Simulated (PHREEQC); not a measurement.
**Phosphoric acid bath: an equilibrium model**

Make-up at 25 °C: 0.083 mol/kgw KH2PO4, 0.037 mol/kgw H2SO4 and 0.00026 mol/kgw NiSO4. Closed to the air; pH follows from the charge balance.

All values are PHREEQC results (ion-association model, wateq4f.dat), not measurements.

Each row changes one thing in this solution. Precipitation was switched off in this run.

| case | pH | ionic strength (mol/kgw) | K+ (mol/kgw) | H3PO4 (mol/kgw) | H2PO4- (mol/kgw) | SO4-2 (mol/kgw) |
|---|---|---|---|---|---|---|
| as made | 1.92 | 0.116 | 0.0789 | 0.0476 | 0.0354 | 0.0215 |
| H2SO4 replaced by CuSO4 at the same molality | 4.45 | 0.179 | 0.0794 | 0.000311 | 0.0823 | 0.0221 |
| H2SO4 replaced by K2SO4 at the same molality | 4.46 | 0.178 | 0.148 | … | 0.0823 | 0.0285 |
| 0.0066 mol/kgw K3PO4 added | 2.09 | … | 0.0975 | 0.0424 | 0.0472 | 0.0235 |
| NiSO4 replaced by Ag2SO4 at the same molality | 1.92 | 0.116 | 0.0789 | 0.0476 | 0.0354 | 0.0215 |

Q: Some entries are withheld; supply them.

A: 
- H2SO4 replaced by K2SO4 at the same molality, H3PO4 (mol/kgw): 0.000304
- 0.0066 mol/kgw K3PO4 added, ionic strength (mol/kgw): 0.132

Some of these states are supersaturated (in Cu3(PO4)2:3H2O, Antlerite, for instance). H3PO4, which wateq4f.dat lacks, is added to it with the constant of phreeqc.dat. The database has no phosphate complexes of Cu, Ni.
